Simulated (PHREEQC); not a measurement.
1 kg of water holding 0.0047 mol Na2CO3 and 0.0056 mol Na2SO4 is evaporated at 15 °C; the solids stay in contact with the brine. CO2 is held at log p = -3.4 (atm). Only these solids could form: Burkeite, Mirabilite, Nahcolite, Natron, Thenardite, Trona.

Computed with PHREEQC (Pitzer model, pitzer.dat).

```csv
water left (kg),ionic strength,water activity,Mirabilite (mol),Na in solution (mol/kgw),S in solution (mol/kgw),C in solution (mol/kgw),pH
0.9999,0.0268,0.999,0,0.0206,0.00560,0.00883,9.04
0.6755,0.0400,0.999,0,0.0305,0.00829,[?],9.18
0.4563,0.0599,0.999,0,0.0452,0.0123,0.0181,9.30
0.2533,[?],0.998,0,0.0813,0.0221,0.0306,9.46
0.1711,[?],0.997,0,0.120,0.0327,0.0431,[?]
0.1156,0.247,0.996,0,0.178,0.0485,0.0608,9.64
0.06415,0.453,0.993,0,0.321,0.0873,0.102,9.75
0.04333,0.677,0.990,0,0.475,0.129,0.145,9.81
0.02928,1.01,0.986,0,0.703,0.191,0.206,9.86
0.01978,1.51,0.980,0,1.04,0.283,0.294,9.90
0.01337,2.24,0.972,0,1.54,0.419,[?],9.93
0.007424,4.06,0.953,0,2.77,0.754,0.732,9.97
0.00465,5.22,0.940,0.00201,3.57,0.772,1.14,10.02
```

**Question.** Fill in the missing entries.

**Answer.** 
- 0.6755, C in solution (mol/kgw): 0.0127
- 0.2533, ionic strength: 0.110
- 0.1711, ionic strength: 0.165
- 0.1711, pH: 9.56
- 0.01337, C in solution (mol/kgw): 0.422

Complexes and solids missing from the database can't appear.
